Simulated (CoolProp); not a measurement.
Vapour-liquid equilibrium of m-xylene (1) + n-nonane (2) at 437 kPa; x and y are mole fractions of (1).

Computed with CoolProp (multi-fluid Helmholtz-energy mixture model, Zhou 2012 and Lemmon 2006; pair parameters Bell 2016).

| x | bubble temperature (K) | y at the bubble point | dew temperature at overall composition x (K) | liquid density (mol/L) |
|---|---|---|---|---|
| 0.05 | 487.8 | 0.071 | 488.2 | 4.311 |
| 0.15 | 485.3 | 0.199 | 486.2 | 4.482 |
| 0.25 | 483.1 | 0.312 | 484.3 | 4.662 |
| 0.35 | 481.4 | 0.415 | 482.5 | 4.853 |
| 0.45 | 479.9 | 0.509 | 480.8 | 5.055 |
| 0.55 | 478.7 | 0.598 | 479.3 | 5.271 |
| 0.65 | 477.8 | 0.683 | 478.1 | 5.503 |
| 0.75 | 477.1 | 0.769 | 477.2 | 5.752 |
| 0.85 | 476.7 | 0.857 | 476.7 | 6.019 |
| 0.95 | 476.5 | 0.950 | 476.5 | 6.308 |

No azeotrope shows between x = 0.05 and 0.95.

Pair parameters are fitted to limited data, so mixtures are less certain than the pure fluids.
